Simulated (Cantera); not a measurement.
Low-pressure radical oxidation in H2/O2

An isothermal, constant-pressure homogeneous reactor starts with H2 : O2 : H2O = 0.018 : 1 : 0.036 (molar parts), at 1100 K and 0.0263 atm.

Cantera simulation using the H2/O2 subset of GRI-Mech 3.0, which has no nitrogen chemistry; the numbers are that mechanism's predictions, not measurements. Radical loss at walls, strong at low pressure, is not modelled.

```json
[
 {"t (s)": "2.00e-5", "x H2": "0.0171", "x O2": "0.949", "x O": "1.73e-11", "x H2O2": "<1e-12", "x OH": "1.72e-11", "x H2O": "0.0342"},
 {"t (s)": "9.46e-5", "x H2": "0.0171", "x O2": "0.949", "x O": "2.49e-10", "x H2O2": "<1e-12", "x OH": "2.16e-10", "x H2O": "0.0342"},
 {"t (s)": "0.000447", "x H2": "0.0171", "x O2": "0.949", "x O": "4.26e-9", "x H2O2": "<1e-12", "x OH": "2.82e-9", "x H2O": "0.0342"},
 {"t (s)": "0.00211", "x H2": "0.0171", "x O2": "0.949", "x O": "6.80e-6", "x H2O2": "5.10e-11", "x OH": "4.23e-6", "x H2O": "0.0342"},
 {"t (s)": "0.0100", "x H2": "0.000225", "x O2": "0.942", "x O": "0.00595", "x H2O2": "1.94e-7", "x OH": "0.00113", "x H2O": "0.0503"},
 {"t (s)": "0.0473", "x H2": "2.48e-5", "x O2": "0.947", "x O": "0.000683", "x H2O2": "1.34e-7", "x OH": "0.000375", "x H2O": "0.0514"},
 {"t (s)": "0.224", "x H2": "1.51e-6", "x O2": "0.948", "x O": "4.48e-5", "x H2O2": "4.49e-8", "x OH": "9.67e-5", "x H2O": "0.0516"},
 {"t (s)": "1.06", "x H2": "1.26e-7", "x O2": "0.948", "x O": "4.06e-6", "x H2O2": "9.87e-9", "x OH": "2.92e-5", "x H2O": "0.0517"},
 {"t (s)": "5.00", "x H2": "1.64e-8", "x O2": "0.948", "x O": "5.55e-7", "x H2O2": "2.00e-9", "x OH": "1.08e-5", "x H2O": "0.0517"}
]
```
x: mole fraction; the columns are a selection and need not sum to one.

Equilibrium at this temperature and pressure: H2 4.31e-10, O2 0.948, O 1.50e-8, H2O2 7.42e-11, OH 1.77e-6, H2O 0.0517 (gas phase only).
